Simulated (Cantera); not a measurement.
What does this Cantera script print?

```python
import numpy as np
import cantera as ct

gas = ct.Solution("gri30.yaml")
gas.TPX = 1125, 2666, {'C2H6': 1, 'N2': 76}
reactor = ct.IdealGasConstPressureReactor(gas, energy="off", clone=False)
net = ct.ReactorNet([reactor])
net.rtol, net.atol = 1e-08, 1e-18
show = ['C2H6', 'C2H4', 'C2H2', 'H2', 'HCN', 'H', 'CH2']
times = np.geomspace(1e-06, 3, 13)

steps = ct.SolutionArray(gas, extra=["t"])
rows = []
print(f"{'t/s':>10s}{'T/K':>9s}{'P/Pa':>11s}" + "".join(f"{s:>11s}" for s in show))
for t in times:
    while net.time < t:
        t_next = net.step()
        steps.append(gas.state, t=t_next)
    rows.append([np.interp(t, steps.t, y) for y in (steps.T, steps.P, *steps(*show).X.T)])
    print(f"{t:10.3e}{rows[-1][0]:9.1f}{rows[-1][1]:11.4g}" + "".join(f"{x:11.3e}" for x in rows[-1][2:]))
rate = np.gradient(steps.T, steps.t)
print("integrator steps:", len(steps.t))
if steps.T.max() > steps.T[0] + 200:
    print(f"time of steepest temperature rise: {steps.t[rate.argmax()]:.4e} s")
gas.TPX = 1125, 2666, {'C2H6': 1, 'N2': 76}
gas.equilibrate("TP")
print(f"equilibrium (TP): T = {gas.T:.1f} K  " + "  ".join(f"{s} {gas[s].X[0]:.3e}" for s in show))
```

Result:

```
       t/s      T/K       P/Pa       C2H6       C2H4       C2H2         H2        HCN          H        CH2
 1.000e-06   1125.0       2666  1.299e-02  8.079e-17  8.802e-27  2.929e-16  9.206e-30  6.173e-14  1.370e-22
 3.465e-06   1125.0       2666  1.299e-02  1.203e-15  3.770e-25  3.415e-15  3.268e-28  2.124e-13  5.999e-21
 1.201e-05   1125.0       2666  1.299e-02  2.523e-14  2.452e-23  4.055e-14  1.320e-26  7.285e-13  2.679e-19
 4.162e-05   1125.0       2666  1.299e-02  7.428e-13  2.302e-21  5.062e-13  5.437e-25  2.815e-12  1.130e-17
 1.442e-04   1125.0       2666  1.299e-02  2.624e-11  2.774e-19  1.098e-11  2.246e-23  2.421e-11  4.564e-16
 4.998e-04   1125.0       2666  1.299e-02  9.718e-10  4.068e-17  5.850e-10  1.034e-21  4.182e-10  1.720e-14
 1.732e-03   1125.0       2666  1.299e-02  3.728e-08  1.293e-14  3.130e-08  7.506e-19  6.100e-09  5.585e-13
 6.002e-03   1125.0       2666  1.298e-02  1.431e-06  1.146e-11  1.357e-06  2.845e-15  7.273e-08  1.427e-11
 2.080e-02   1125.0       2666  1.293e-02  4.361e-05  9.612e-09  4.259e-05  4.079e-12  5.466e-07  2.384e-10
 7.208e-02   1125.0       2666  1.245e-02  4.931e-04  1.344e-06  4.801e-04  9.791e-11  1.165e-06  1.209e-09
 2.498e-01   1125.0       2666  1.037e-02  2.406e-03  3.644e-05  2.378e-03  2.622e-10  1.429e-06  1.419e-09
 8.657e-01   1125.0       2666  4.777e-03  7.158e-03  4.987e-04  7.753e-03  4.180e-10  1.912e-06  9.962e-10
 3.000e+00   1125.0       2666  3.078e-04  8.845e-03  2.919e-03  1.396e-02  5.063e-10  1.277e-06  9.612e-11
integrator steps: 704
equilibrium (TP): T = 1125.0 K  C2H6 2.142e-08  C2H4 8.573e-05  C2H2 3.228e-03  H2 2.370e-02  HCN 1.768e-02  H 4.217e-08  CH2 2.567e-14
```

Detailed kinetics in Cantera: GRI-Mech 3.0 (53 species, 325 reactions). GRI-Mech 3.0 stops at C3 and has no aromatics, soot or wall deposition, so with more carbon than oxygen in the feed, carbon stays in small species such as C2H2 where larger ones or solid carbon would form. Radical loss at walls, strong at low pressure, is not modelled.
